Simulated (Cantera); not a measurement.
Cantera run, input and output.

```python
import numpy as np
import cantera as ct

gas = ct.Solution("gri30.yaml")
gas.TPX = 1125, 2400, {'N2O': 1, 'N2': 4.4}
reactor = ct.IdealGasConstPressureReactor(gas, energy="off", clone=False)
net = ct.ReactorNet([reactor])
net.rtol, net.atol = 1e-08, 1e-18
show = ['N2O', 'NO', 'N2', 'NO2', 'O', 'O2']
times = np.geomspace(4e-06, 90, 10)

steps = ct.SolutionArray(gas, extra=["t"])
rows = []
print(f"{'t/s':>10s}{'T/K':>9s}{'P/Pa':>11s}" + "".join(f"{s:>11s}" for s in show))
for t in times:
    while net.time < t:
        t_next = net.step()
        steps.append(gas.state, t=t_next)
    rows.append([np.interp(t, steps.t, y) for y in (steps.T, steps.P, *steps(*show).X.T)])
    print(f"{t:10.3e}{rows[-1][0]:9.1f}{rows[-1][1]:11.4g}" + "".join(f"{x:11.3e}" for x in rows[-1][2:]))
rate = np.gradient(steps.T, steps.t)
print("integrator steps:", len(steps.t))
if steps.T.max() > steps.T[0] + 200:
    print(f"time of steepest temperature rise: {steps.t[rate.argmax()]:.4e} s")
gas.TPX = 1125, 2400, {'N2O': 1, 'N2': 4.4}
gas.equilibrate("TP")
print(f"equilibrium (TP): T = {gas.T:.1f} K  " + "  ".join(f"{s} {gas[s].X[0]:.3e}" for s in show))
```

Result:

```
       t/s      T/K       P/Pa        N2O         NO         N2        NO2          O         O2
 4.000e-06   1125.0       2400  1.852e-01  2.118e-13  8.148e-01  9.540e-26  1.199e-09  1.276e-12
 2.624e-05   1125.0       2400  1.852e-01  9.115e-12  8.148e-01  1.732e-22  7.815e-09  5.491e-11
 1.721e-04   1125.0       2400  1.852e-01  3.793e-10  8.148e-01  2.912e-19  4.918e-08  2.285e-09
 1.129e-03   1125.0       2400  1.852e-01  1.370e-08  8.148e-01  3.736e-16  2.495e-07  8.250e-08
 7.408e-03   1125.0       2400  1.852e-01  2.615e-07  8.148e-01  1.356e-13  5.168e-07  1.575e-06
 4.860e-02   1125.0       2400  1.852e-01  2.155e-06  8.148e-01  9.138e-12  5.244e-07  1.298e-05
 3.188e-01   1125.0       2400  1.850e-01  1.457e-05  8.149e-01  3.971e-10  5.244e-07  8.780e-05
 2.091e+00   1125.0       2400  1.838e-01  9.571e-05  8.155e-01  1.264e-08  5.243e-07  5.767e-04
 1.372e+01   1125.0       2400  1.764e-01  6.143e-04  8.193e-01  1.689e-07  5.240e-07  3.702e-03
 9.000e+01   1125.0       2400  1.352e-01  3.499e-03  8.402e-01  1.107e-06  5.214e-07  2.111e-02
integrator steps: 792
equilibrium (TP): T = 1125.0 K  N2O 8.992e-10  NO 7.306e-05  N2 9.152e-01  NO2 1.780e-07  O 8.728e-09  O2 8.471e-02
```

Detailed kinetics in Cantera: GRI-Mech 3.0 (53 species, 325 reactions). GRI-Mech 3.0 was tuned for natural gas; its chemistry of N2O as a main component is partial and can be far from experiment. Radical loss at walls, strong at low pressure, is not modelled. The mechanism lacks the step 2 NO + O2 → 2 NO2, which can matter for NO2 below about 1400 K. The temperature is held fixed by assumption; the heat of reaction is taken as removed at once.
